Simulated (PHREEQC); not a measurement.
Consider water at 15 °C with 0.0012 mol Na2HAsO4 per kg of water. Closed to the air; pH follows from the charge balance.

Model: ion-association model, wateq4f.dat, run in PHREEQC.

pH: 9.14
ionic strength: 0.00360 mol/kgw
total alkalinity: 1.20 meq/kg

| species | molality | activity | log γ |
|---|---|---|---|
| Na+ | 0.00240 | 0.00225 | -0.028 |
| HAsO4-2 | 0.00119 | 0.000917 | -0.111 |
| H2AsO4- | 1.06e-5 | 9.97e-6 | -0.028 |
| OH- | 6.69e-6 | 6.27e-6 | -0.028 |
| AsO4-3 | 3.94e-6 | 2.21e-6 | -0.251 |

Precipitation was switched off in this run.
